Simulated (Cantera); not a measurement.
Ignition delay

Mixture: CH4 : H2 : O2 : N2 = 1 : 0.084 : 1.57 : 6.44 (molar parts), equivalence ratio 1.3, at 1.28 atm, adiabatic and at constant pressure. Ignition delay is the time to a rise of 400 K.

Cantera simulation using GRI-Mech 3.0 (53 species, 325 reactions); the numbers are that mechanism's predictions, not measurements. Below about 1000 K GRI-Mech 3.0 lacks low-temperature oxidation paths. Below about 950 K walls govern HO2 and H2O2 in real vessels.

```csv
T0 (K),delay (ms)
925,439
1025,135
1125,45.3
1225,14.4
1325,4.66
1425,1.61
```

| Property | Result |
|---|---|
| apparent activation energy between 1225 and 1425 K | 160 kJ/mol |
